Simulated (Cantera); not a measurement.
Feed: 1 mol PbO, 0.092 mol CO, 2.2 mol N2, equilibrated at 100000 Pa.

Method: chemical equilibrium by Gibbs-energy minimisation in Cantera with the NASA 1993 tables (ideal gas, pure condensed phases). Candidate condensed phases: C, Pb, PbO, PbO2, Pb3O4; 27 gas species. Rates play no part. All values below are at 923 K.

Base state: N2 0.960, CO2 0.0401 (mole fractions); condensed: Pb(l) + PbO(yellow).

What changes in the equilibrium state with this change: CO from 0.092 to 0.87 mol?


```json
[
 {"species": "N2", "before": "0.960", "after": "0.717"},
 {"species": "CO2", "before": "0.0401", "after": "0.283"},
 {"species": "CO", "before": "2.16e-6", "after": "1.52e-5"},
 {"species": "Pb(l), mol", "before": "0.0920", "after": "0.870"},
 {"species": "PbO(yellow), mol", "before": "0.908", "after": "0.130"}
]
```
